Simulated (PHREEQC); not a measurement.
A solution holds 0.23 mol CdSO4 per kg of water, at 25 °C. Closed to the air; pH follows from the charge balance.

Computed with PHREEQC (ion-association model, phreeqc.dat).

No solid was allowed to form.

### Question
Order these Cd species by the share of Cd that they hold, largest first: CdSO4, Cd+2, Cd(SO4)2-2.

### Answer
Cd+2 (42 %), CdSO4 (38 %), Cd(SO4)2-2 (19 %)

The pH is 5.77 and the ionic strength 0.390 mol/kgw.
